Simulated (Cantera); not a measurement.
Input: 1 mol PbO, 3.6 mol CH4, 4.6 mol N2, 1.8 mol C, at 210 Pa.

Equilibrium computed with Cantera from the NASA thermochemical tables; the gas is ideal and each condensed phase is pure. Candidate condensed phases: C, C6H6, C7H8, C8H18, H2O, Pb, PbO, PbO2, Pb3O4; 139 gas species. Kinetics and transport are ignored.

x: gas mole fraction; n: condensed amount in mol.

| T (°C) | x H2 | x N2 | x H | x Pb | x CO | x HCN | n C(graphite) |
|---|---|---|---|---|---|---|---|
| 902 | 0.522 | 0.333 | 1.93e-6 | 0.0725 | 0.0725 | 2.34e-5 | 4.40 |
| 1002 | 0.522 | 0.333 | 1.16e-5 | 0.0725 | 0.0725 | 6.79e-5 | 4.40 |
| 1102 | 0.522 | 0.333 | 5.40e-5 | 0.0725 | 0.0725 | 0.000168 | 4.40 |
| 1202 | 0.521 | 0.333 | … | 0.0725 | 0.0725 | … | 4.39 |
| 1302 | 0.521 | 0.333 | 0.000654 | 0.0724 | 0.0724 | 0.000728 | 4.39 |
| 1402 | 0.520 | 0.332 | 0.00183 | 0.0724 | 0.0724 | 0.00132 | 4.38 |
| 1502 | 0.517 | 0.331 | … | 0.0723 | 0.0723 | … | 4.37 |
| 1602 | 0.512 | 0.330 | 0.0102 | 0.0721 | 0.0721 | 0.00358 | 4.34 |
| 1702 | 0.502 | 0.327 | 0.0212 | 0.0717 | 0.0717 | 0.00541 | 4.31 |
| 1802 | 0.486 | 0.322 | 0.0405 | 0.0710 | 0.0710 | 0.00776 | 4.27 |
| 1902 | 0.460 | 0.316 | 0.0723 | 0.0698 | 0.0698 | 0.0106 | 4.21 |
| 2002 | 0.421 | 0.306 | 0.120 | 0.0681 | 0.0681 | 0.0137 | 4.13 |

Problem. Fill in the missing entries.

Solution. 
- 1202, x H: 0.000204
- 1202, x HCN: 0.000368
- 1502, x H: 0.00454
- 1502, x HCN: 0.00225
